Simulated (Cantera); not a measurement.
Input (Python, Cantera) and output of one run.

```python
import numpy as np
import cantera as ct

gas_names = [...]  # 109 gases of nasa_gas.yaml made of C, Cl, H, Si
cond_names = """
    C(gr) C6H6(L) C7H8(L) C8H18(L),n-octa Si(cr) Si(L) SiC(b)
""".split()


# ... load() reads the species with a 1 bar reference pressure and builds the phases ...
atoms = {
    'SiHCl3': {'Si': 1, 'H': 1, 'CL': 3},
    'CH4': {'C': 1, 'H': 4},
    'H2': {'H': 2},
}
top_T = {'C(gr)': 4500, 'SiC(b)': 3050}  # K; cautious upper limits of use, not melting points


# ... equilibrate(T, P, feed) seeds the gas with the atoms and calls Mixture.equilibrate('TP', solver="vcs", rtol=1e-11, max_steps=5000) ...
results = []
T = 2475  # K
P = 1500  # Pa
for m in [2.3, 3.9, 6.5, 11, 18, 30, 51, 85, 140, 240]:
    feed = {'SiHCl3': 1, 'CH4': 0.02, 'H2': m}  # mol
    mix = equilibrate(T, P, feed)
    results.append((T, P, feed, dict(zip(mix.species_names, mix.species_moles))))

top = {s: max(r[3][s] / sum(r[3][g] for g in gas_names) for r in results) for s in gas_names}
cols = sorted((s for s in top if top[s] > 0.0001), key=lambda s: -top[s])[:7]
seen = [c for c in cond_names if any(r[3].get(c, 0) > 1e-12 for r in results)]
print("log10 of partial pressures in bar; condensed amounts in mol")
print(f"{'n(H2)':>10s}" + "".join(f"{s[:9]:>10s}" for s in cols + seen))
for T, P, feed, n in results:
    ng = sum(n[g] for g in gas_names)
    print(f"{feed['H2']:10.4g}" + "".join(f"{np.log10(max(n[s] / ng * P / 1e5, 1e-99)):10.3f}" for s in cols)
          + "".join(f"{n.get(c, 0):10.4g}" for c in seen))
```

Result:

```
log10 of partial pressures in bar; condensed amounts in mol
     n(H2)        H2       HCL         H     SiCL2        Si        CL      SiCL
       2.3    -2.289    -2.355    -2.792    -2.834    -2.996    -3.008    -3.539
       3.9    -2.181    -2.425    -2.738    -3.089    -3.004    -3.132    -3.670
       6.5    -2.099    -2.521    -2.697    -3.411    -3.051    -3.269    -3.855
        11    -2.034    -2.651    -2.665    -3.830    -3.145    -3.431    -4.111
        18    -1.990    -2.801    -2.643    -4.301    -3.272    -3.603    -4.410
        30    -1.958    -2.980    -2.627    -4.856    -3.436    -3.799    -4.770
        51    -1.936    -3.185    -2.616    -5.481    -3.631    -4.014    -5.180
        85    -1.924    -3.392    -2.610    -6.111    -3.833    -4.228    -5.596
       140    -1.916    -3.601    -2.606    -6.742    -4.039    -4.441    -6.014
       240    -1.911    -3.830    -2.603    -7.432    -4.266    -4.672    -6.473
```

Method: chemical equilibrium by Gibbs-energy minimisation in Cantera with the NASA 1993 tables (ideal gas, pure condensed phases). The tables' values for SiCl, SiCl3 are old estimates; treat these amounts as uncertain. Gases not in the tables: Si2H6 and higher silanes.
